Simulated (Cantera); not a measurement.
An isothermal, constant-pressure homogeneous reactor starts with 41.7 % NO, 50.0 % N2, 8.33 % H2O, at 1900 K and 36000 Pa.

Computed with Cantera and GRI-Mech 3.0 (53 species, 325 reactions).

Predict: x(NO) at 2.00 s; x(NO2) at 2.00 s; x(O2) at 2.00 s; x(N2) at 2.00 s; x(N2O) at 2.00 s.


```
Property                                             Value
----------------  ----------------------------------------
x(NO) at 2.00 s      0.273 (gas-phase equilibrium 0.00538)
x(NO2) at 2.00 s  0.000196 (gas-phase equilibrium 6.56e-6)
x(O2) at 2.00 s       0.0715 (gas-phase equilibrium 0.205)
x(N2) at 2.00 s        0.572 (gas-phase equilibrium 0.705)
x(N2O) at 2.00 s   1.97e-5 (gas-phase equilibrium 1.73e-7)
```
